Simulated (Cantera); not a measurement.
# Adiabatic ignition

An adiabatic, constant-volume homogeneous reactor starts with CO : H2 : CH4 : O2 : N2 : CO2 = 1 : 0.26 : 0.41 : 2.34 : 8.79 : 0.16 (molar parts), at 1500 K and 3830 Torr.

Cantera simulation using GRI-Mech 3.0 (53 species, 325 reactions); the numbers are that mechanism's predictions, not measurements.

```
t (s)     T (K)  P (bar)    x CO     x H2   x CH4     x N2O    x C2H6
--------  -----  -------  ------  -------  ------  --------  --------
1.00e-6    1500     5.10  0.0772   0.0201  0.0316  1.44e-12  1.91e-11
3.16e-6    1500     5.10  0.0772   0.0201  0.0316  1.05e-11   2.41e-9
1.00e-5    1500     5.10  0.0771   0.0200  0.0316  1.48e-10   7.99e-7
3.16e-5    1637     5.57  0.0798   0.0193  0.0208   2.59e-8  0.000582
0.000100   2834     9.35  0.0217  0.00227  <1e-12   2.97e-6    <1e-12
0.000316   2821     9.30  0.0213  0.00223  <1e-12   3.02e-6    <1e-12
0.00100    2810     9.26  0.0209  0.00221  <1e-12   3.14e-6    <1e-12
0.00316    2809     9.25  0.0209  0.00220  <1e-12   3.16e-6    <1e-12
0.0100     2809     9.25  0.0209  0.00220  <1e-12   3.16e-6    <1e-12
0.0316     2809     9.25  0.0209  0.00220  <1e-12   3.16e-6    <1e-12
0.100      2809     9.25  0.0209  0.00220  <1e-12   3.16e-6    <1e-12
0.316      2809     9.25  0.0209  0.00220  <1e-12   3.16e-6    <1e-12
1.00       2809     9.25  0.0209  0.00220  <1e-12   3.16e-6    <1e-12
```
x: mole fraction; the columns are a selection and need not sum to one.

```yaml
time_of_steepest_temperature_rise: 35.3 µs
temperature at 1.00 s: 2809 K
equilibrium_temperature: 2809 K
x(CO) at 1.00 s: 0.0209 (gas-phase equilibrium 0.0209)
x(H2) at 1.00 s: 0.00220 (gas-phase equilibrium 0.00220)
x(CH4) at 1.00 s: <1e-12 (gas-phase equilibrium <1e-12)
```
